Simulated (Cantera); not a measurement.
A closed system holds: 1 mol SiO2, 0.017 mol Si, 0.24 mol H2, at 27.0 mbar.

Cantera equilibrium calculation (NASA polynomials, part measured and part estimated; ideal gas, pure solids and liquids). Candidate condensed phases: H2O, Si, SiO2; 18 gas species. The tables hold silica as quartz up to 1696 K and as liquid above; real silica turns to tridymite and cristobalite and melts near 1996 K. Rates play no part.

Task: Which condensed phases are stable at each of these points (T (K)): 1798, 1823, 1848, 1873, 1898, 1923, 1948, 1973, 1998, 2023?

Result: 
```tsv
T (K)	condensed phases	Si condensed (%)
1798	SiO2(condensed)	96.6
1823	SiO2(condensed)	96.6
1848	SiO2(condensed)	96.6
1873	SiO2(condensed)	96.6
1898	SiO2(condensed)	96.6
1923	SiO2(condensed)	96.5
1948	SiO2(condensed)	96.4
1973	SiO2(condensed)	96.4
1998	SiO2(l)	96.2
2023	SiO2(l)	96.0
```

From 1798 K to 1973 K the condensed part is SiO2(condensed). From 1998 K to 2023 K the condensed part is SiO2(l).
